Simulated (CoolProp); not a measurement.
A Linde-Hampson liquefier for nitrogen: isothermal reversible compression at 300 K from 1 atm to 10 MPa, throttling to 1 atm, return gas leaving the recuperator 5 K below the feed. Each further row changes one setting.

The numbers come from the reference Helmholtz-energy equation of state, Span 2000 in CoolProp.

```csv
case,liquid yield per pass,compression work (kJ/kg of gas)
as stated,[?],408
high pressure 20 MPa,[?],[?]
warm-end temperature 330 K,[?],[?]
warm-end gap 10 K,[?],408
```

Task: Some entries are withheld; supply them.

Result: 
- as stated, liquid yield per pass: 0.033
- high pressure 20 MPa, liquid yield per pass: 0.063
- high pressure 20 MPa, compression work (kJ/kg of gas): 472
- warm-end temperature 330 K, liquid yield per pass: 0.022
- warm-end temperature 330 K, compression work (kJ/kg of gas): 451
- warm-end gap 10 K, liquid yield per pass: 0.021
